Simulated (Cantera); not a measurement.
A perfectly stirred reactor is fed with CH₄ : H₂ : O₂ : N₂ = 1 : 0.38 : 4.98 : 49.8 (molar parts), equivalence ratio 0.44, at 3.75 atm; it is adiabatic with a 675 K inlet, and is followed from long to short residence time, starting on the burning branch (τ in s: 0.12, 0.063, 0.032, 0.017, 0.0085, 0.0044, 0.0022, 0.0011, 0.00059, 0.0003, 0.00015, 7.9e-05, 4.1e-05).

Model: GRI-Mech 3.0 (53 species, 325 reactions), integrated in Cantera.

What does this change do: pressure from 3.75 atm to 0.582 atm?


```
quantity                                                                           before                               after
------------------------------------------------  ---------------------------------------  ----------------------------------
state                                             not burning at any residence time tried                         not reached
x(CH₄) at τ = 0.120 s                                                              0.0178                            0.000180
x(H₂) at τ = 0.120 s                                                              0.00677                            0.000192
x(O₂) at τ = 0.120 s                                                               0.0887                              0.0510
x(H) at τ = 0.120 s                                                                <1e-12                             8.39e-6
x(CO) at τ = 0.120 s                                                               <1e-12                             0.00140
x(CH₄) at τ = 2.20 ms                                                              0.0178                              0.0178
x(H₂) at τ = 2.20 ms                                                              0.00677                             0.00677
x(O₂) at τ = 2.20 ms                                                               0.0887                              0.0887
x(H) at τ = 2.20 ms                                                                <1e-12                              <1e-12
x(CO) at τ = 2.20 ms                                                               <1e-12                              <1e-12
blow-out, bracketed by the residence times tried                              not reached  burning at 63.0 ms, out at 32.0 ms
```
